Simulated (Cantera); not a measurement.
Input (Python, Cantera) and output of one run.

```python
import numpy as np
import cantera as ct

gas_names = """
    C CH CH2 CH3 CH2OH CH3O CH4 CH3OH CO CO2 COOH C2 C2H CHCO,ketyl C2H2,acetylene C2H2,vinylidene
    CH2CO,ketene C2H3,vinyl CH3CO,acetyl C2H4 C2H4O,ethylen CH3CHO,ethanal CH3COOH (HCOOH)2 C2H5 C2H6
    CH3OCH3 C2H5OH C2O C3 C3H3,propargyl C3H4,allene C3H4,propyne C3H4,cyclo- C3H5,allyl C3H6,propylene
    C3H6,cyclo- C3H6O C3H7,n-propyl C3H7,i-propyl C3H8 C3H8O,1propanol C3H8O,2propanol C3O2 C4 C4H2
    C4H4,1,3-cyclo- C4H6,butadiene C4H6,2-butyne C4H6,cyclo- C4H8,1-butene C4H8,cis2-buten
    C4H8,tr2-butene C4H8,isobutene C4H8,cyclo- (CH3COOH)2 C4H9,n-butyl C4H9,i-butyl C4H9,s-butyl
    C4H9,t-butyl C4H10,isobutane C4H10,n-butane C5 C5H6,1,3cyclo- C5H8,cyclo- C5H10,1-pentene
    C5H10,cyclo- C5H11,pentyl C5H11,t-pentyl C5H12,n-pentane C5H12,i-pentane CH3C(CH3)2CH3 C6H2
    C6H5,phenyl C6H5O,phenoxy C6H6 C6H5OH,phenol C6H10,cyclo- C6H12,1-hexene C6H12,cyclo- C6H13,n-hexyl
    C7H7,benzyl C7H8 C7H8O,cresol C7H14,1-heptene C7H15,n-heptyl C7H16,n-heptane C8H8,styrene
    C8H10,ethylbenz C8H16,1-octene C8H17,n-octyl C8H18,isooctane C8H18,n-octane C9H19,n-nonyl
    C10H8,naphthale C10H21,n-decyl C12H9,o-bipheny C12H10,bipheny Fe FeC5O5 FeO Fe(OH)2 H HCO HO2 H2
    HCHO,formaldehy HCOOH H2O H2O2 O OH O2 O3
""".split()
cond_names = """
    C(gr) C6H6(L) C7H8(L) C8H18(L),n-octa Fe(a) Fe(c) Fe(d) Fe(L) FeC5O5(L) FeO(s) FeO(L) Fe(OH)2(s)
    Fe(OH)3(s) Fe2O3(s) Fe3O4(s) H2O(s) H2O(L)
""".split()


def load(file, names, dense=False):
    # The tables refer to 1 bar. Condensed volumes are neglected.
    table = {s.name: s for s in ct.Species.list_from_file(file)}
    out = []
    for n in names:
        d = dict(table[n].input_data)
        d["thermo"] = dict(d["thermo"], **{"reference-pressure": 1e5})
        if dense:
            d["equation-of-state"] = {"model": "constant-volume", "density": "1e6 g/cm^3"}
        out.append(ct.Species.from_dict(d))
    return out


gas = ct.Solution(thermo="ideal-gas", species=load("nasa_gas.yaml", gas_names))
cond = {s.name: ct.Solution(thermo="fixed-stoichiometry", species=[s], name=s.name)
        for s in load("nasa_condensed.yaml", cond_names, dense=True)}
atoms = {
    'Fe2O3': {'Fe': 2, 'O': 3},
    'C': {'C': 1},
    'H2': {'H': 2},
}
top_T = {'C(gr)': 4500, 'Fe2O3(s)': 1830, 'Fe3O4(s)': 1870}  # K; cautious upper limits of use, not melting points


def equilibrate(T, P, feed):
    n = {}
    for name, mol in feed.items():
        for a, k in atoms[name].items():
            n[a] = n.get(a, 0.0) + k * mol
    gas.TPX = T, P, n
    mass = sum(n.values()) * gas.mean_molecular_weight
    gas.equilibrate("TP")
    valid = [c for c in cond.values() if c.min_temp <= T <= top_T.get(c.name, c.max_temp)]
    mix = ct.Mixture([(gas, mass / gas.mean_molecular_weight)] + [(c, 0.0) for c in valid])
    mix.T, mix.P = T, P
    mix.equilibrate("TP", solver="vcs", rtol=1e-11, max_steps=5000)
    return mix


results = []
feed = {'Fe2O3': 1, 'C': 4.3, 'H2': 0.46}  # mol
T = 1473.15  # K
P = 590000  # Pa
mix = equilibrate(T, P, feed)
results.append((T, P, feed, dict(zip(mix.species_names, mix.species_moles))))
print(gas.report(threshold=0.0001))
for i in range(1, mix.n_phases):
    print(f"{mix.phase(i).name:16s} {mix.phase_moles(i):12.5e} mol")
```

Output:

```
       temperature   1473.2 K
          pressure   5.9e+05 Pa
           density   1.1864 kg/m^3
  mean mol. weight   24.629 kg/kmol
   phase of matter   gas

                          1 kg             1 kmol
                     ---------------   ---------------
          enthalpy       -2.4177e+06       -5.9546e+07  J
   internal energy        -2.915e+06       -7.1795e+07  J
           entropy            9240.2        2.2758e+05  J/K
    Gibbs function        -1.603e+07       -3.9481e+08  J
 heat capacity c_p            1412.9             34800  J/K
 heat capacity c_v            1075.4             26485  J/K

                      mass frac. Y      mole frac. X     chem. pot. / RT
                     ---------------   ---------------   ---------------
               CH4        0.00019546        0.00030007           -39.762
                CO           0.98137           0.86292           -34.104
               CO2         0.0066348         0.0037131           -66.052
                H2          0.010777           0.13166           -18.803
               H2O         0.0010258         0.0014024           -50.751
     [ +109 minor]        1.8046e-06        3.4576e-06

C(gr)             1.31656e+00 mol
Fe(c)             2.00000e+00 mol
FeC5O5(L)         0.00000e+00 mol
FeO(s)            0.00000e+00 mol
Fe(OH)2(s)        0.00000e+00 mol
Fe(OH)3(s)        0.00000e+00 mol
Fe2O3(s)          0.00000e+00 mol
Fe3O4(s)          0.00000e+00 mol
```

Equilibrium computed with Cantera from the NASA thermochemical tables; the gas is ideal and each condensed phase is pure. Iron dissolves carbon and melts from about 1420 K in contact with it, which pure phases cannot show. Condensed phases not in the tables: cementite and carbon dissolved in iron.
